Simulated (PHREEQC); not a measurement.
1 kg of water holding 0.012 mol Na2CO3, 0.0046 mol Na2SO4 and 0.095 mol NaCl is evaporated at 25 °C; the solids stay in contact with the brine. CO2 is held at log p = -3.4 (atm). Solids allowed: Burkeite, Halite, Mirabilite, Nahcolite, Natron, Thenardite, Trona. Others were left out.

The series has 28 steps of water left (kg), from 0.9999 to 0.004757.

The numbers come from PHREEQC with the Pitzer model, pitzer.dat.

Which solids form, in which order, and at which step of the series does each first stand?

Halite from water left = 0.01623 kg (pH 9.71); Trona from water left = 0.01623 kg (pH 9.71); Thenardite from water left = 0.005858 kg (pH 9.70).

Species that the database lacks are ignored.
